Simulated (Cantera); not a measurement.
What does this Cantera script print?

```python
import numpy as np
import cantera as ct

gas = ct.Solution("h2o2.yaml")
gas.TPX = 575, 82000, {'H2': 1, 'O2': 0.263, 'N2': 1.11, 'H2O': 0.097}
flame = ct.FreeFlame(gas, width=0.046)
flame.set_refine_criteria(ratio=3, slope=0.08, curve=0.16)
flame.transport_model = "mixture-averaged"
flame.solve(loglevel=0, auto=True)
z, T = flame.grid, flame.T
thick = (T[-1] - T[0]) / np.gradient(T, z).max()
show = ['H2', 'O2', 'H2O', 'HO2', 'O', 'H2O2']
print(f"laminar burning velocity  {flame.velocity[0] * 100:.3f} cm/s")
print(f"burnt temperature         {T[-1]:.1f} K")
print(f"thermal thickness         {thick * 1e3:.4f} mm")
print(f"grid points               {len(z)}")
z0 = z[flame.heat_release_rate.argmax()]
print(f"{'z/mm':>9s}{'T/K':>9s}{'u/(m/s)':>9s}" + "".join(f"{s:>11s}" for s in show))
rows = []
for k in (-3, -2, -1.5, -1, -0.5, -0.25, 0, 0.25, 0.5, 1, 2, 4, 8):
    zz = z0 + k * thick
    rows.append([k * thick, np.interp(zz, z, T), np.interp(zz, z, flame.velocity),
                 *(np.interp(zz, z, flame.X[gas.species_index(s)]) for s in show)])
    print(f"{rows[-1][0] * 1e3:9.3f}{rows[-1][1]:9.1f}{rows[-1][2]:9.3f}" + "".join(f"{x:11.3e}" for x in rows[-1][3:]))
```

Result:

```
laminar burning velocity  721.940 cm/s
burnt temperature         2146.5 K
thermal thickness         0.5618 mm
grid points               125
     z/mm      T/K  u/(m/s)         H2         O2        H2O        HO2          O       H2O2
   -1.685    575.0    7.219  4.049e-01  1.065e-01  3.927e-02  1.598e-13  1.159e-16  1.224e-16
   -1.124    575.0    7.219  4.049e-01  1.065e-01  3.927e-02  3.956e-11  6.739e-14  2.977e-14
   -0.843    575.0    7.219  4.049e-01  1.065e-01  3.927e-02  3.325e-09  7.870e-12  2.803e-12
   -0.562    575.0    7.220  4.048e-01  1.065e-01  3.927e-02  6.775e-07  2.702e-09  1.080e-09
   -0.281    598.6    7.478  4.007e-01  1.064e-01  4.064e-02  2.405e-04  1.225e-05  4.524e-06
   -0.140    810.9    9.921  3.700e-01  1.000e-01  6.031e-02  1.596e-04  2.716e-04  1.017e-05
    0.000   1189.0   14.167  2.803e-01  6.659e-02  1.341e-01  6.297e-05  2.721e-03  1.854e-06
    0.140   1448.3   17.091  1.964e-01  1.937e-02  2.248e-01  1.675e-05  3.449e-03  1.128e-06
    0.281   1563.3   18.347  1.745e-01  4.349e-03  2.552e-01  3.585e-06  2.184e-03  7.515e-07
    0.562   1671.7   19.481  1.764e-01  1.150e-03  2.633e-01  9.231e-07  1.556e-03  4.960e-07
    1.124   1782.3   20.603  1.845e-01  7.260e-04  2.667e-01  5.666e-07  1.126e-03  2.898e-07
    2.247   1889.1   21.659  1.923e-01  4.286e-04  2.705e-01  3.396e-07  6.898e-04  1.513e-07
    4.494   1980.6   22.542  1.991e-01  2.139e-04  2.742e-01  1.830e-07  3.542e-04  7.487e-08
```

Computed with Cantera and the H2/O2 subset of GRI-Mech 3.0, which has no nitrogen chemistry. Burning velocities carry a grid error of a few per cent, more on coarse grids.
